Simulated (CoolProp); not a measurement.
Vapour-liquid equilibrium of CH2F2 (R32) (1) + dimethyl ether (2) at 265 K; x and y are mole fractions of (1).

The numbers come from the multi-fluid Helmholtz-energy mixture model, Tillner-Roth 1997 and Wu 2011; pair parameters Bell 2016 in CoolProp.

### Question
Give the bubble pressure and the first vapour's composition at x = 0.25, 0.35, 0.45. Is there an azeotrope?

### Answer
x = 0.25: 297.2 kPa, y = 0.488; x = 0.35: 341.0 kPa, y = 0.609; x = 0.45: 385.3 kPa, y = 0.704. No azeotrope shows between x = 0.05 and 0.95.

Pair parameters are fitted to limited data, so mixtures are less certain than the pure fluids.
